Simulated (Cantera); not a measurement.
What does this Cantera script print?

```python
import numpy as np
import cantera as ct

gas = ct.Solution("h2o2.yaml")
gas.TPX = 600, 100000, {'H2': 1, 'O2': 0.5, 'N2': 1.88, 'H2O': 0.12}
flame = ct.FreeFlame(gas, width=0.04)
flame.set_refine_criteria(ratio=3, slope=0.08, curve=0.16)
flame.transport_model = "mixture-averaged"
flame.solve(loglevel=0, auto=True)
flame.transport_model = "multicomponent"
flame.soret_enabled = False
flame.solve(loglevel=0, refine_grid=True)
z, T = flame.grid, flame.T
thick = (T[-1] - T[0]) / np.gradient(T, z).max()
show = ['H2', 'O2', 'H2O', 'H2O2', 'HO2', 'OH']
print(f"laminar burning velocity  {flame.velocity[0] * 100:.3f} cm/s")
print(f"burnt temperature         {T[-1]:.1f} K")
print(f"thermal thickness         {thick * 1e3:.4f} mm")
print(f"grid points               {len(z)}")
z0 = z[flame.heat_release_rate.argmax()]
print(f"{'z/mm':>9s}{'T/K':>9s}{'u/(m/s)':>9s}" + "".join(f"{s:>11s}" for s in show))
rows = []
for k in (-3, -2, -1.5, -1, -0.5, -0.25, 0, 0.25, 0.5, 1, 2, 4, 8):
    zz = z0 + k * thick
    rows.append([k * thick, np.interp(zz, z, T), np.interp(zz, z, flame.velocity),
                 *(np.interp(zz, z, flame.X[gas.species_index(s)]) for s in show)])
    print(f"{rows[-1][0] * 1e3:9.3f}{rows[-1][1]:9.1f}{rows[-1][2]:9.3f}" + "".join(f"{x:11.3e}" for x in rows[-1][3:]))
```

Output:

```
laminar burning velocity  695.114 cm/s
burnt temperature         2471.8 K
thermal thickness         0.4582 mm
grid points               131
     z/mm      T/K  u/(m/s)         H2         O2        H2O       H2O2        HO2         OH
   -1.375    600.0    6.951  2.857e-01  1.429e-01  3.429e-02  8.027e-16  4.264e-13  1.450e-17
   -0.916    600.0    6.951  2.857e-01  1.429e-01  3.429e-02  2.098e-13  1.331e-10  1.095e-14
   -0.687    600.0    6.951  2.857e-01  1.429e-01  3.429e-02  2.929e-12  1.811e-09  2.288e-13
   -0.458    600.0    6.951  2.857e-01  1.429e-01  3.429e-02  5.521e-10  2.652e-07  6.902e-11
   -0.229    608.3    7.025  2.830e-01  1.430e-01  3.475e-02  2.332e-06  1.792e-04  1.892e-05
   -0.115    787.6    8.913  2.551e-01  1.388e-01  5.088e-02  1.834e-05  2.587e-04  7.482e-04
    0.000   1229.5   13.412  1.547e-01  1.019e-01  1.344e-01  6.096e-06  1.029e-04  3.499e-03
    0.115   1550.6   16.661  6.830e-02  4.723e-02  2.319e-01  3.333e-06  4.048e-05  1.032e-02
    0.229   1703.6   18.170  5.061e-02  3.173e-02  2.592e-01  1.952e-06  2.380e-05  1.410e-02
    0.458   1862.8   19.670  4.735e-02  2.619e-02  2.725e-01  1.025e-06  1.614e-05  1.663e-02
    0.916   2021.8   21.109  4.412e-02  2.209e-02  2.858e-01  5.726e-07  1.085e-05  1.780e-02
    1.833   2170.4   22.405  3.878e-02  1.800e-02  3.006e-01  3.664e-07  6.946e-06  1.750e-02
    3.666   2297.5   23.480  3.217e-02  1.421e-02  3.155e-01  2.692e-07  4.426e-06  1.584e-02
```

Computed with Cantera and the H2/O2 subset of GRI-Mech 3.0, which has no nitrogen chemistry. Burning velocities carry a grid error of a few per cent, more on coarse grids.
